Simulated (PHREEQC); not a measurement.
A solution holds 0.0017 mol NH4HS per kg of water, at 25 °C. Closed to the air; pH follows from the charge balance.

All values are PHREEQC results (ion-association model, phreeqc.dat), not measurements.

| quantity | before | after |
|---|---|---|
| pH | 8.09 | 7.92 |
| H2S (mol/kgw) | 0.000108 | 1.61e-6 |
| NH3 (mol/kgw) | 0.000107 | 7.68e-7 |

Problem. Which change was made?
A. NH4HS from 0.0017 to 0.00034 mol/kgw
B. diluted 5-fold with water
C. NH4HS from 0.0017 to 0.0085 mol/kgw
D. diluted 100-fold with water

Solution. D, diluted 100-fold with water

Precipitation was switched off in this run.
